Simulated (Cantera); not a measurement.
A diamond (100) surface in a fixed gas of H2 with x(CH4) = 0.021, x(H) = 0.00062, x(CH3) = 0.00017, 1800 Pa; coverages are run to steady state.

Detailed kinetics in Cantera: the Harris–Goodwin 1993 mechanism for the reconstructed diamond (100) surface.

One state of this run: growth (µm/h) = 0.0406; θ c6HH = 0.446; θ c6H* = 0.0521; θ c6*H = 0.477; θ c6** = 0.0241; θ c6HM = 1.33e-5. θ: site fractions in the mechanism's names (c6HH fully hydrogenated, c6H* and c6*H radical sites, c6** diradical, c6HM methylated).

Task: Which value of T (K) does it belong to?
A) 1025
B) 1400
C) 1325
D) 1250

Result: B, 1400
